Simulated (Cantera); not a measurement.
Charge: 1 mol FeS2, 1.7 mol H2, equilibrated at 1402 °C and 10.0 mbar.

Cantera equilibrium calculation (NASA polynomials, part measured and part estimated; ideal gas, pure solids and liquids). Candidate condensed phases: Fe, FeS, FeS2, S; 8 gas species. FeS: taken at fixed stoichiometry. Equilibrium is a limit: real reactors are often held back by kinetics, nucleation or transport.

Base state: H2 0.731, S2 0.199, H2S 0.0555, SH 0.0115, S 0.00112, H 0.000993, Fe 0.000106 (mole fractions); condensed: FeS(l).

Q: What changes in the equilibrium state with this change: temperature from 1402 °C to 1327 °C?

A: 
| species | before | after |
|---|---|---|
| H2 | 0.731 | 0.723 |
| S2 | 0.199 | 0.194 |
| H2S | 0.0555 | 0.0734 |
| SH | 0.0115 | 0.00880 |
| Fe | 0.000106 | 1.88e-5 |
| H | 0.000993 | 0.000462 |
| S | 0.00112 | 0.000532 |
| FeS(l), mol | 1.000 | 1.000 |
